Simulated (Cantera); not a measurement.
**Chemical vapour transport: Al + I₂ + O₂ + HI**

Input: 1 mol Al, 0.48 mol I₂, 0.13 mol O₂, 0.044 mol HI, held at 61.0 mbar.

Method: chemical equilibrium by Gibbs-energy minimisation in Cantera with the NASA 1993 tables (ideal gas, pure condensed phases). Candidate condensed phases: Al, AlI₃, Al₂O₃, H₂O, I₂; 25 gas species. Mutual solubility and eutectic melting of coexisting phases are not modelled. Rates play no part.

From 802 °C to 952 °C the condensed part is Al(l) + Al₂O₃(s). From 1002 °C to 1302 °C the condensed part is Al₂O₃(s). The main Al-bearing gas is AlI₃ at 802 °C and AlI at 1302 °C.

| T (°C) | x AlI | x AlI₃ | x I | x H₂ | n Al(l) | n Al₂O₃(s) |
|---|---|---|---|---|---|---|
| 802 | 0.309 | 0.642 | 9.43e-5 | 0.0489 | 0.400 | 0.0867 |
| 852 | 0.497 | 0.461 | 0.000204 | 0.0411 | 0.315 | 0.0867 |
| 902 | 0.704 | 0.263 | 0.000380 | 0.0326 | 0.177 | 0.0867 |
| 952 | 0.861 | 0.112 | 0.000600 | 0.0261 | 0.0108 | 0.0867 |
| 1002 | 0.869 | 0.103 | 0.00143 | 0.0256 | 0 | 0.0867 |
| 1052 | 0.868 | 0.102 | 0.00329 | 0.0253 | 0 | 0.0867 |
| 1102 | 0.867 | 0.0993 | 0.00707 | 0.0249 | 0 | 0.0867 |
| 1152 | 0.864 | 0.0944 | 0.0143 | 0.0242 | 0 | 0.0867 |
| 1202 | 0.860 | 0.0862 | 0.0268 | 0.0233 | 0 | 0.0867 |
| 1252 | 0.853 | 0.0734 | 0.0467 | 0.0221 | 0 | 0.0867 |
| 1302 | 0.843 | 0.0561 | 0.0741 | 0.0207 | 0 | 0.0867 |
x: gas mole fraction; n: condensed amount in mol.
